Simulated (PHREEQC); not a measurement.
PHREEQC input (ion-association model, wateq4f.dat):

```
SOLUTION_MASTER_SPECIES
  An  An-  0  An  62.0  # stands for a non-complexing anion
SOLUTION_SPECIES
  An- = An-
    -log_k 0
    -gamma 3.0 0
PHASES
  Fix_H+
    H+ = H+
    -log_k 0
SOLUTION 1
  temp 25
  units mmol/kgw
  pH 7 charge
  Na 50
  An 50
END
SELECTED_OUTPUT 1
  -reset false
  -pH true
  -pe true
  -ionic_strength true
  -water true
  -totals Na
  -molalities Hfo_wOH Hfo_wOH2+ Hfo_wO- Hfo_sOH Hfo_sOH2+ Hfo_sO-
USER_PUNCH 1
  -headings sigma psi
  10 PUNCH EDL("sigma", "Hfo"), EDL("psi", "Hfo")
PRINT
  -reset false
USE solution 1
SURFACE 1
  Hfo_wOH 0.00047191 600 0.21
  Hfo_sOH 1.17978e-05
EQUILIBRIUM_PHASES 1
  Fix_H+ -4 HAn 10
    -force_equality true
  O2(g) -0.68 10
END
# ... the last block is repeated for the other 12 points of pH, with NaOH or the acid as the point needs
```

Selected output (columns that matter, 13 of 13 rows; pH added in front):

```
pH	mu	Na	m_Hfo_wOH	m_Hfo_wOH2+	m_Hfo_wO-	m_Hfo_sOH	m_Hfo_sOH2+	m_Hfo_sO-	sigma	psi
4	0.050309	0.05	9.6352e-05	0.00037499	5.6715e-07	2.4088e-06	9.3748e-06	1.4179e-08	0.29391	0.15971
4.67	0.050168	0.05	0.00018784	0.00028119	2.8747e-06	4.6961e-06	7.0298e-06	7.1869e-08	0.21847	0.14462
5.33	0.050101	0.05	0.00026873	0.00019468	8.4978e-06	6.7183e-06	4.8671e-06	2.1245e-07	0.14615	0.12423
6	0.050059	0.05	0.00032241	0.00013137	1.8127e-05	8.0603e-06	3.2843e-06	4.5317e-07	0.088893	0.099377
6.67	0.050032	0.05	0.00034927	9.2392e-05	3.0247e-05	8.7318e-06	2.3098e-06	7.5619e-07	0.048782	0.070841
7.33	0.050015	0.05	0.00035947	7.0383e-05	4.2058e-05	8.9867e-06	1.7596e-06	1.0515e-06	0.022234	0.039527
8	0.050002	0.05	0.0003622	5.6692e-05	5.3013e-05	9.0552e-06	1.4173e-06	1.3253e-06	0.0028881	0.0056452
8.67	0.050016	0.050026	0.00036092	4.5722e-05	6.5268e-05	9.023e-06	1.143e-06	1.6317e-06	-0.015344	-0.028555
9.33	0.050052	0.050077	0.00035394	3.43e-05	8.3669e-05	8.8485e-06	8.575e-07	2.0917e-06	-0.038753	-0.060716
10	0.050171	0.05022	0.0003337	2.1942e-05	0.00011626	8.3426e-06	5.4856e-07	2.9066e-06	-0.074038	-0.090386
10.67	0.050659	0.050741	0.0002893	1.1185e-05	0.00017142	7.2326e-06	2.7964e-07	4.2855e-06	-0.12578	-0.11638
11.33	0.052772	0.0529	0.00021444	4.1586e-06	0.00025331	5.361e-06	1.0397e-07	6.3328e-06	-0.19558	-0.13769
12	0.062735	0.062919	0.00011231	8.0545e-07	0.00035879	2.8079e-06	2.0136e-08	8.9697e-06	-0.28101	-0.15177
```
